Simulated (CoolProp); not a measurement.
Vapour-liquid equilibrium of n-heptane (1) + m-xylene (2) at 285.1 K; x and y are mole fractions of (1).

Values from CoolProp's multi-fluid Helmholtz-energy mixture model, Span 2003 and Zhou 2012; pair parameters Bell 2016.

Problem. Give the bubble pressure and the first vapour's composition at x = 0.05, 0.2, 0.35. Is there an azeotrope?

Solution. x = 0.05: 0.007027 bar, y = 0.318; x = 0.2: 0.01197 bar, y = 0.656; x = 0.35: 0.01595 bar, y = 0.782. No azeotrope shows between x = 0.05 and 0.95.

Pair parameters are fitted to limited data, so mixtures are less certain than the pure fluids.
